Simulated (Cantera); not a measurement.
Input: 1 mol C, 0.58 mol CO2, 0.38 mol H2, at 9.00 Torr.

Method: chemical equilibrium by Gibbs-energy minimisation in Cantera with the NASA 1993 tables (ideal gas, pure condensed phases). Candidate condensed phases: C, C6H6, C7H8, C8H18, H2O; 110 gas species. Kinetics and transport are ignored.

At 2002 °C, list the 4 most abundant gas species with their mole fractions, and the condensed phases.

CO 0.739, H2 0.223, H 0.0366, C2H2 (acetylene) 0.000850. Condensed: C(graphite).
